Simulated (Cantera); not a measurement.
A closed system holds: 1 mol Cr, a varied amount of H₂O, equilibrated at 2375 °C and 1.00 bar.

Cantera equilibrium calculation (NASA polynomials, part measured and part estimated; ideal gas, pure solids and liquids). Candidate condensed phases: Cr, Cr₂O₃, H₂O; 13 gas species. Each liquid is taken as pure. Mutual solubility and eutectic melting of coexisting phases are not modelled. Gases not in the tables: CrO₂(OH)₂. Equilibrium is a limit: real reactors are often held back by kinetics, nucleation or transport.

x: gas mole fraction; n: condensed amount in mol.

| n(H₂O) (mol) | x H₂O | x H₂ | x Cr | x H | x CrO | x OH | x CrO₂ | n Cr(l) | n Cr₂O₃(l) |
|---|---|---|---|---|---|---|---|---|---|
| 0.6 | 0.0699 | 0.662 | 0.204 | 0.0378 | 0.0247 | 0.000972 | 0.000806 | 0.468 | (withheld) |
| 0.78 | 0.0699 | 0.662 | 0.204 | 0.0378 | 0.0247 | 0.000972 | 0.000806 | 0.309 | (withheld) |
| 1 | 0.0699 | 0.662 | 0.204 | 0.0378 | 0.0247 | 0.000972 | 0.000806 | 0.114 | (withheld) |
| 1.3 | 0.0949 | 0.701 | 0.141 | 0.0389 | 0.0219 | 0.00128 | 0.000912 | 0 | (withheld) |
| 1.7 | 0.188 | 0.703 | 0.0508 | 0.0390 | 0.0156 | 0.00253 | 0.00128 | 0 | 0.437 |
| 2.3 | 0.352 | 0.580 | 0.0148 | 0.0354 | 0.0103 | 0.00523 | 0.00193 | 0 | 0.467 |
| 3 | 0.485 | 0.458 | 0.00644 | 0.0315 | 0.00782 | 0.00810 | 0.00255 | 0 | 0.474 |
| 3.9 | 0.589 | 0.358 | 0.00333 | 0.0278 | 0.00627 | 0.0111 | 0.00318 | 0 | 0.474 |
| 5 | 0.665 | 0.284 | 0.00195 | 0.0248 | 0.00525 | 0.0141 | 0.00380 | 0 | 0.472 |
| 6.6 | 0.728 | 0.220 | 0.00117 | 0.0218 | 0.00442 | 0.0175 | 0.00451 | 0 | 0.465 |

Problem. Some entries are withheld; supply them.

Solution. 
- 0.6, n Cr₂O₃(l): 0.174
- 0.78, n Cr₂O₃(l): 0.226
- 1, n Cr₂O₃(l): 0.290
- 1.3, n Cr₂O₃(l): 0.370
